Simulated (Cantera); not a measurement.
Mixture: CH₄ : CO : O₂ : N₂ = 1 : 0.3 : 1.07 : 6.34 (molar parts), equivalence ratio 2.0, at 5.00 bar, adiabatic and at constant volume. Ignition delay is the time to a rise of 400 K.

Detailed kinetics in Cantera: GRI-Mech 3.0 (53 species, 325 reactions).

Problem. Predict: delay at 1075 K; delay at 1175 K; delay at 1275 K; delay at 1375 K; delay at 1475 K; apparent activation energy between 1375 and 1475 K.

Solution. 
- delay at 1075 K = 0.215 s
- delay at 1175 K = 44.6 ms
- delay at 1275 K = 11.0 ms
- delay at 1375 K = 3.09 ms
- delay at 1475 K = 0.953 ms
- apparent activation energy between 1375 and 1475 K = 200 kJ/mol
